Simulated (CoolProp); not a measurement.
Saturated liquid density (kg/m³) of acetone: the reference equation beside estimates from Tc = 508.1 K, pc = 4.692 MPa, ω = 0.307. Rackett uses Z = 0.29056 − 0.08775 ω.

Values from CoolProp's reference Helmholtz-energy equation of state, Lemmon 2006. It is a short technical equation, of lower accuracy than the large ones.

| T (K) | reference | Rackett | Redlich-Kwong | Soave-Redlich-Kwong | Peng-Robinson |
|---|---|---|---|---|---|
| 392.9 | 666.4 | 585.6 | 488.5 | 516.6 | 586.0 |
| 404.4 | 649.3 | 570.7 | 472.8 | 500.9 | 568.4 |
| 415.9 | 631.2 | 554.9 | 456.1 | 484.0 | 549.4 |
| 427.4 | 612.0 | 538.2 | 438.2 | 465.6 | 528.6 |
| 438.9 | 591.2 | 520.3 | 419.0 | 445.5 | 505.6 |
| 450.4 | 568.6 | 500.8 | 398.1 | 423.4 | 480.1 |
| 461.9 | 543.5 | 479.2 | 375.1 | 398.6 | 451.3 |
| 473.4 | 514.9 | 454.6 | 349.3 | 370.2 | 418.1 |
| 485 | 480.3 | 424.7 | 318.7 | 336.2 | 378.1 |

Absolute difference from the reference over all 9 rows, mean and median: Rackett 11.9 and 12.0 %, Redlich-Kwong 29.5 and 29.1 %, Soave-Redlich-Kwong 25.3 and 24.6 %, Peng-Robinson 15.4 and 14.5 %.
